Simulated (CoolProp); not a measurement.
The numbers come from the reference Helmholtz-energy equation of state, Lemmon 2006 in CoolProp. It is a short technical equation, of lower accuracy than the large ones.

Problem. For R141b, give the phase and the density (kg/m³), cp (kJ/(kg K)), speed of sound (m/s), expansivity (1/kK) at 426.8 K and 0.797 MPa.

Solution. 
- 426.8 K and 0.797 MPa: gas; density 29.1, cp 0.991, speed of sound 166, expansivity 3.31
